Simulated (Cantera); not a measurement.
A Cantera script and its output.

```python
import numpy as np
import cantera as ct

surf = ct.Interface("ptcombust.yaml", "Pt_surf")
gas = surf.adjacent["gas"]
gas.TPX = 1248, 100000, {'CH4': 0.0072, 'O2': 0.03, 'N2': 0.79, 'H2O': 0.093}
surf.TP = 1248, 100000
reactor = ct.FlowReactor(gas, clone=False)
reactor.area = 0.0001  # m2
reactor.surface_area_to_volume_ratio = 170  # 1/m
reactor.mass_flow_rate = 2.8 * reactor.area * gas.density  # inlet velocity 2.8 m/s
reactor.energy_enabled = False
wall = ct.ReactorSurface(surf, reactor, clone=False)
net = ct.ReactorNet([reactor])
net.rtol, net.atol = 1e-8, 1e-16
show, cover = ['CH4', 'O2', 'H2O', 'CO2', 'CO'], ['PT(S)', 'H(S)', 'O(S)', 'OH(S)', 'CO(S)', 'C(S)']

rows = []
print(f"{'z/m':>9s}{'u/(m/s)':>9s}" + "".join(f"{s:>13s}" for s in show + cover))
for z in [0.00064, 0.0012, 0.0024, 0.0046, 0.0088, 0.017, 0.033, 0.064]:
    net.advance(z)
    rows.append([reactor.speed, *gas[show].X, *surf[cover].coverages])
    print(f"{z:9.4g}{rows[-1][0]:9.3g}" + "".join(f"{x:13.4e}" for x in rows[-1][1:]))
```

It prints:

```
      z/m  u/(m/s)          CH4           O2          H2O          CO2           CO        PT(S)         H(S)         O(S)        OH(S)        CO(S)         C(S)
  0.00064      2.8   7.5408e-03   3.2090e-02   1.0159e-01   2.4034e-04   1.5472e-05   5.6237e-01   1.5356e-05   4.3407e-01   3.5121e-03   1.3129e-05   2.2532e-07
   0.0012      2.8   7.2980e-03   3.1647e-02   1.0204e-01   4.5800e-04   1.5408e-05   5.6317e-01   1.5436e-05   4.3326e-01   3.5189e-03   1.2853e-05   2.1919e-07
   0.0024      2.8   6.7981e-03   3.0737e-02   1.0296e-01   9.0483e-04   1.4554e-05   5.6480e-01   1.5600e-05   4.3162e-01   3.5326e-03   1.2126e-05   2.0632e-07
   0.0046      2.8   5.9541e-03   2.9206e-02   1.0452e-01   1.6545e-03   1.3064e-05   5.6762e-01   1.5883e-05   4.2878e-01   3.5554e-03   1.0859e-05   1.8399e-07
   0.0088      2.8   4.5816e-03   2.6730e-02   1.0704e-01   2.8615e-03   1.0736e-05   5.7240e-01   1.6362e-05   4.2396e-01   3.5914e-03   8.7338e-06   1.4598e-07
    0.017      2.8   2.6539e-03   2.3239e-02   1.1062e-01   4.5486e-03   7.8806e-06   5.7977e-01   1.7094e-05   4.1654e-01   3.6400e-03   5.6460e-06   8.8633e-08
    0.033      2.8   8.1313e-04   1.9642e-02   1.1430e-01   6.2956e-03   5.0501e-06   5.8844e-01   1.7945e-05   4.0783e-01   3.6865e-03   2.4330e-06   2.8700e-08
    0.064      2.8   6.6145e-05   1.7703e-02   1.1619e-01   7.3141e-03   1.4042e-06   5.9385e-01   1.8461e-05   4.0240e-01   3.7082e-03   4.4313e-07   2.4165e-09
```

Cantera simulation using Deutschmann's 1995 Pt surface mechanism with GRI-Mech 3.0 gas chemistry; the numbers are that mechanism's predictions, not measurements. Catalytic surfaces can have several steady states; this one follows from the mechanism file's or the stated starting coverage. Mass transfer to the wall is taken as infinitely fast.
